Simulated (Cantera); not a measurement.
A Cantera script and its output.

```python
import numpy as np
import cantera as ct

gas = ct.Solution("gri30.yaml")
gas.TPX = 800, 500000, {'H2': 1, 'O2': 1.11, 'N2': 4.18, 'CO2': 0.48}
inlet = ct.Reservoir(gas, clone=True)
gas.equilibrate("HP")  # start burning
reactor = ct.IdealGasConstPressureReactor(gas, energy="on", clone=False)
exhaust = ct.Reservoir(gas, clone=True)
tau = [0.13, 0.072, 0.039, 0.021, 0.011, 0.0061, 0.0033, 0.0018, 0.00096, 0.00052, 0.00028, 0.00015, 8.1e-05][0]
for a, b in ((inlet, reactor), (reactor, exhaust)):
    ct.MassFlowController(a, b, mdot=lambda t: reactor.mass / tau)
net = ct.ReactorNet([reactor])
show = ['H2', 'O2', 'H2O2', 'O', 'NO', 'H2O']

rows = []
print(f"{'tau/s':>10s}{'T/K':>9s}" + "".join(f"{s:>11s}" for s in show))
for tau in [0.13, 0.072, 0.039, 0.021, 0.011, 0.0061, 0.0033, 0.0018, 0.00096, 0.00052, 0.00028, 0.00015, 8.1e-05]:
    net.initial_time = 0.0
    net.advance(30 * tau)
    before = gas.X
    net.advance(40 * tau)
    drift = np.max(np.abs(gas.X - before) / (gas.X + 1e-9))
    rows.append([gas.T, *gas[show].X, drift])
    print(f"{tau:10.3e}{gas.T:9.1f}" + "".join(f"{x:11.3e}" for x in gas[show].X))
```

It prints:

```
     tau/s      T/K         H2         O2       H2O2          O         NO        H2O
 1.300e-01   1839.2  3.328e-05  9.710e-02  1.348e-07  3.233e-05  3.030e-05  1.591e-01
 7.200e-02   1838.8  4.397e-05  9.710e-02  1.483e-07  3.797e-05  2.068e-05  1.590e-01
 3.900e-02   1838.1  6.171e-05  9.709e-02  1.706e-07  4.773e-05  1.521e-05  1.590e-01
 2.100e-02   1837.1  8.976e-05  9.707e-02  2.049e-07  6.380e-05  1.227e-05  1.589e-01
 1.100e-02   1835.6  1.352e-04  9.705e-02  2.571e-07  9.074e-05  1.073e-05  1.587e-01
 6.100e-03   1833.6  1.980e-04  9.703e-02  3.225e-07  1.288e-04  1.005e-05  1.585e-01
 3.300e-03   1830.7  2.957e-04  9.702e-02  4.124e-07  1.890e-04  9.640e-06  1.582e-01
 1.800e-03   1826.6  4.397e-04  9.702e-02  5.270e-07  2.786e-04  9.232e-06  1.579e-01
 9.600e-04   1820.8  6.634e-04  9.704e-02  6.786e-07  4.184e-04  8.623e-06  1.574e-01
 5.200e-04   1812.8  9.898e-04  9.709e-02  8.658e-07  6.213e-04  7.883e-06  1.567e-01
 2.800e-04   1801.5  1.480e-03  9.721e-02  1.105e-06  9.206e-04  7.181e-06  1.557e-01
 1.500e-04   1785.8  2.217e-03  9.742e-02  1.413e-06  1.353e-03  6.730e-06  1.544e-01
 8.100e-05   1764.7  3.302e-03  9.775e-02  1.810e-06  1.946e-03  6.654e-06  1.526e-01
```

Cantera simulation using GRI-Mech 3.0 (53 species, 325 reactions); the numbers are that mechanism's predictions, not measurements. The hydrogen kinetics of GRI-Mech 3.0 are dated; newer H2 mechanisms differ, most at raised pressure.
